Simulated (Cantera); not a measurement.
Feed: 1 mol CH2F2, 0.28 mol H2.

Cantera equilibrium calculation (NASA polynomials, part measured and part estimated; ideal gas, pure solids and liquids). Candidate condensed phases: C, C6H6, C7H8, C8H18; 95 gas species. Rates play no part.

Stable condensed phases, one row left out:

```
T in K \ P in Pa
              1    4.2     18     75    320   1300   5600  24000 100000
   2948       A      A      A      A      B      B      B      B      B
   2848       A      A      A      B      B      B      B      B      B
   2748       A      A      A      B      B      B      B      B      B
   2648       A      A      B      B      B      B      B      B      B
   2448       B      B      B      B      B      B      B      B      B
   2348       B      B      B      B      B      B      B      B      B
   2248       B      B      B      B      B      B      B      B      B
   2148       B      B      B      B      B      B      B      B      B
   2048       B      B      B      B      B      B      B      B      B
   1948       B      B      B      B      B      B      B      B      B
   1848       B      B      B      B      B      B      B      B      B
   1748       B      B      B      B      B      B      B      B      B
   1648       B      B      B      B      B      B      B      B      B
```

A: gas only; B: C.

Q: Give the row for 2548 K.

A: 1: gas only; 4.2: C; 18: C; 75: C; 320: C; 1300: C; 5600: C; 24000: C; 100000: C.
